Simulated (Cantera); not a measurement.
A closed system holds: 1 mol PbO, 0.68 mol CH4, 0.31 mol H2, 1.4 mol C, equilibrated at 11.0 Pa.

Equilibrium computed with Cantera from the NASA thermochemical tables; the gas is ideal and each condensed phase is pure. Candidate condensed phases: C, C6H6, C7H8, C8H18, H2O, Pb, PbO, PbO2, Pb3O4; 113 gas species. Kinetics and transport are ignored. All values below are at 927 °C.

Base state: H2 0.455, CO 0.272, Pb 0.272, H 1.27e-5 (mole fractions); condensed: C(graphite).

What changes in the equilibrium state with this change: PbO replaced by Cu2O?


| species | before | after |
|---|---|---|
| H2 | 0.455 | 0.625 |
| CO | 0.272 | 0.374 |
| Cu | 0 | 0.000112 |
| Pb | 0.272 | 0 |
| H | 1.27e-5 | 1.49e-5 |
| C(graphite), mol | 1.08 | 1.08 |
| Cu(s), mol | 0 | 2.00 |
Further candidate phases: Cu, CuO, Cu(OH)2, Cu2O.
